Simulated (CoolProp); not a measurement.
Octamethylcyclotetrasiloxane (D4) along the isobar 7.58 MPa: Z from the reference equation and from simpler models built on Tc = 586.5 K, pc = 1.347 MPa, ω = 0.598; each cubic takes its own stable root.

Computed with CoolProp (reference Helmholtz-energy equation of state, Thol 2015).

```csv
T (K),phase,reference,van der Waals,Redlich-Kwong,Soave-Redlich-Kwong,Peng-Robinson
324.8,liquid,0.8928,1.494,1.039,0.9963,0.8893
348.1,liquid,0.8559,1.414,0.9895,0.9459,0.8438
371.5,liquid,0.8249,1.344,0.9471,0.9034,0.8055
394.8,liquid,0.7990,1.284,0.9114,0.8683,0.7738
418.2,liquid,0.7775,1.232,0.8812,0.8391,0.7476
441.6,liquid,0.7599,?,0.8557,0.8155,0.7265
464.9,liquid,0.7460,1.145,0.8346,0.7971,0.7102
488.3,liquid,0.7355,1.109,0.8171,0.7835,0.6984
511.6,liquid,0.7284,?,0.8031,0.7747,0.6911
535,liquid,?,1.050,0.7921,0.7704,0.6882
558.3,liquid,0.7242,1.025,0.7841,0.7709,0.6900
581.7,liquid,0.7274,1.004,0.7787,0.7762,0.6967
```

What belongs in the gaps?


- 441.6, van der Waals: 1.185
- 511.6, van der Waals: 1.077
- 535, reference: 0.7246
